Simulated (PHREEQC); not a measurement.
A solution holds 0.028 mol/kgw AlCl3, 0.00067 mol/kgw NiSO4 and 0.095 mol/kgw ZnCl2, at 29 °C. Closed to the air; pH follows from the charge balance.

The numbers come from PHREEQC with the ion-association model, wateq4f.dat.

```
Property                  Result
-----------------  -------------
pH                          3.48
ionic strength     0.413 mol/kgw
activity of water          0.994
```

```
species  molality  activity   log γ
-------  --------  --------  ------
Cl-         0.252     0.165  -0.183
Zn+2       0.0765    0.0200  -0.582
Al+3       0.0272   0.00258  -1.023
ZnCl+      0.0160    0.0106  -0.179
ZnCl2     0.00170   0.00187   0.041
Ni+2     0.000546  0.000154  -0.549
ZnCl3-   0.000535  0.000355  -0.179
```

This is a speciation only: nothing precipitates in the calculation. Species that the database lacks are ignored.
